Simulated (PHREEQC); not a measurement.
# Acid mine or pickling water (model solution)

Model water analysis in mmol/kgw, 26 °C, pH 3.57, pe 10.8:

| constituent | mmol/kgw |
|---|---|
| Na | 80.5 |
| K | 4.23 |
| Ca | 2.14 |
| Mg | 9.18 |
| Cl | 10.4 |
| S(6) | 48.1 |
| Pb | 0.0827 |
| P | 0.05 |
| Cu(2) | 0.224 |
| Fe(3) | 0.356 |
| Zn | 0.629 |

Valence states are taken as typed.

Model: ion-association model, wateq4f.dat, run in PHREEQC.

Each row changes one thing in this solution. No solid was allowed to form.

| case | ionic strength (mol/kgw) | Na+ (mol/kgw) | SO4-2 (mol/kgw) | MgSO4 (mol/kgw) | NaSO4- (mol/kgw) | Mg+2 (mol/kgw) | SI of Gypsum (CaSO4:2H2O) | SI of Anglesite (PbSO4) |
|---|---|---|---|---|---|---|---|---|
| as made | 0.133 | 0.0759 | 0.0361 | 0.00476 | 0.00464 | 0.00442 | -0.72 | +0.74 |
| temperature from 26 to 85 °C at the same typed pH | 0.121 | 0.0754 | 0.0323 | 0.00678 | 0.00511 | 0.00240 | -0.70 | +0.40 |
| Na from 80.5 to 242 mmol/kgw | 0.207 | 0.231 | 0.0316 | 0.00381 | 0.0106 | 0.00537 | -0.82 | +0.69 |

Some of these states are supersaturated (in Strengite, Clpyromorphite, Jarosite-K, for instance). H3PO4, which wateq4f.dat lacks, is added to it with the constant of phreeqc.dat. At this temperature some constants are extrapolated from 25 °C, and those without enthalpy data are left unchanged. The database has no phosphate complexes of Pb, Cu, Zn.
